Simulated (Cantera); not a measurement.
An isothermal, constant-pressure homogeneous reactor starts with CH4 : H2 = 1 : 7.2 (molar parts), at 1673 K and 0.585 Torr. Integrator tolerance rtol = 1e-08.

Cantera simulation using GRI-Mech 3.0 (53 species, 325 reactions); the numbers are that mechanism's predictions, not measurements. GRI-Mech 3.0 stops at C3 and has no aromatics, soot or wall deposition, so with more carbon than oxygen in the feed, carbon stays in small species such as C2H2 where larger ones or solid carbon would form. Radical loss at walls, strong at low pressure, is not modelled.

Problem. What does this change do: CH4 1 to 2 parts?

Solution. 
```csv
quantity,before,after
x(CH4) at 100 s,0.000681 (gas-phase equilibrium 2.65e-5),0.000572 (gas-phase equilibrium 3.21e-5)
x(H2) at 100 s,0.942 (gas-phase equilibrium 0.942),0.907 (gas-phase equilibrium 0.907)
x(C2H2) at 100 s,0.0539 (gas-phase equilibrium 0.0542),0.0889 (gas-phase equilibrium 0.0891)
x(C2H6) at 100 s,2.02e-9 (gas-phase equilibrium 4.65e-12),1.55e-9 (gas-phase equilibrium 7.08e-12)
x(H) at 100 s,0.00353 (gas-phase equilibrium 0.00399),0.00367 (gas-phase equilibrium 0.00391)
```

Problem. What does this change do: pressure from 0.585 Torr to 0.240 Torr?

Solution. 
| quantity | before | after |
|---|---|---|
| x(CH4) at 100 s | 0.000681 (gas-phase equilibrium 2.65e-5) | 0.00271 (gas-phase equilibrium 1.08e-5) |
| x(H2) at 100 s | 0.942 (gas-phase equilibrium 0.942) | 0.941 (gas-phase equilibrium 0.940) |
| x(C2H2) at 100 s | 0.0539 (gas-phase equilibrium 0.0542) | 0.0530 (gas-phase equilibrium 0.0542) |
| x(C2H6) at 100 s | 2.02e-9 (gas-phase equilibrium 4.65e-12) | 2.23e-8 (gas-phase equilibrium <1e-12) |
| x(H) at 100 s | 0.00353 (gas-phase equilibrium 0.00399) | 0.00286 (gas-phase equilibrium 0.00621) |
